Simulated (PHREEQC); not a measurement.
A solution holds 3.2 mmol/kgw H2SO4, at 20 °C. Closed to the air; pH follows from the charge balance.

Computed with PHREEQC (ion-association model, phreeqc.dat).

Precipitation was switched off in this run.

Task: Predict the pH, specific conductance, ionic strength.

Result: pH 2.29; specific conductance 1960 µS/cm; ionic strength 0.00797 mol/kgw.

Task: In which forms is S present?

Result: SO4-2 74 %, HSO4- 26 % of the S.
